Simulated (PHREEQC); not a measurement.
Dissolve 0.98 mmol/kgw Li2CO3 at 25 °C. Closed to the air; pH follows from the charge balance.

The numbers come from PHREEQC with the ion-association model, phreeqc.dat.

Each row changes one thing in this solution. Precipitation was switched off in this run.

```
case                                       pH  ionic strength (mol/kgw)  CO3-2 (mol/kgw)  HCO3- (mol/kgw)  CO2 (mol/kgw)
--------------------------------------  -----  ------------------------  ---------------  ---------------  -------------
as made                                 10.51                   0.00259         0.000630         0.000349        2.28e-8
temperature from 25 to 50 °C             9.98                   0.00238         0.000423         0.000557        1.06e-7
Li2CO3 from 0.00098 to 0.00147 mol/kgw  10.61                   0.00397          0.00103              ___        2.28e-8
Li2CO3 from 0.00098 to 0.0098 mol/kgw   10.99                    0.0282          0.00862          0.00118        2.29e-8
diluted 100-fold with water              8.97                   2.00e-5          4.13e-7          9.36e-6            ___
Li2CO3 from 0.00098 to 0.00108 mol/kgw  10.54                   0.00287         0.000710         0.000370        2.28e-8
temperature from 25 to 5 °C             11.04                   0.00273         0.000766         0.000214        6.13e-9
```

### Question
Some entries are withheld; supply them.

### Answer

- Li2CO3 from 0.00098 to 0.00147 mol/kgw, HCO3- (mol/kgw): 0.000441
- diluted 100-fold with water, CO2 (mol/kgw): 2.26e-8

Away from 25 °C the constants follow the database's enthalpies or fits; those with neither stay at their 25 °C values.
